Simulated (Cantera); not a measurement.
Cantera run, input and output.

```python
import numpy as np
import cantera as ct

gas = ct.Solution("SiF4_NH3_mec.yaml", "gas")
gas.TPX = 2250, 101325, {'NH3': 1, 'H2': 13, 'N2': 0.048}
inlet = ct.Reservoir(gas, clone=True)

reactor = ct.IdealGasConstPressureReactor(gas, energy="off", clone=False)
exhaust = ct.Reservoir(gas, clone=True)
tau = [0.43, 0.23, 0.12, 0.063, 0.033, 0.017, 0.0091][0]
for a, b in ((inlet, reactor), (reactor, exhaust)):
    ct.MassFlowController(a, b, mdot=lambda t: reactor.mass / tau)
net = ct.ReactorNet([reactor])
show = ['NH3', 'H2', 'N2', 'N', 'H', 'NH', 'NH2']

rows = []
print(f"{'tau/s':>10s}{'T/K':>9s}" + "".join(f"{s:>11s}" for s in show))
for tau in [0.43, 0.23, 0.12, 0.063, 0.033, 0.017, 0.0091]:
    net.initial_time = 0.0
    net.advance(30 * tau)
    before = gas.X
    net.advance(40 * tau)
    drift = np.max(np.abs(gas.X - before) / (gas.X + 1e-9))
    rows.append([gas.T, *gas[show].X, drift])
    print(f"{tau:10.3e}{gas.T:9.1f}" + "".join(f"{x:11.3e}" for x in gas[show].X))
```

Result:

```
     tau/s      T/K        NH3         H2         N2          N          H         NH        NH2
 4.300e-01   2250.0  1.343e-03  9.559e-01  3.565e-02  2.040e-06  7.036e-03  5.311e-06  3.095e-05
 2.300e-01   2250.0  1.910e-03  9.558e-01  3.538e-02  2.683e-06  6.857e-03  7.171e-06  4.291e-05
 1.200e-01   2250.0  2.849e-03  9.556e-01  3.494e-02  3.458e-06  6.534e-03  9.703e-06  6.098e-05
 6.300e-02   2250.0  4.463e-03  9.552e-01  3.419e-02  4.214e-06  6.013e-03  1.286e-05  8.793e-05
 3.300e-02   2250.0  7.489e-03  9.543e-01  3.278e-02  4.746e-06  5.267e-03  1.655e-05  1.293e-04
 1.700e-02   2250.0  1.323e-02  9.520e-01  3.010e-02  4.929e-06  4.410e-03  2.053e-05  1.918e-04
 9.100e-03   2250.0  2.180e-02  9.481e-01  2.610e-02  4.886e-06  3.716e-03  2.412e-05  2.673e-04
```

Cantera simulation using the gas-phase N/H chemistry of the illustrative SiF4/NH3 mechanism in the Surface Chemkin manual (1991); the numbers are that mechanism's predictions, not measurements. Walls and surfaces, which speed up NH3 decomposition in real reactors, are not modelled.
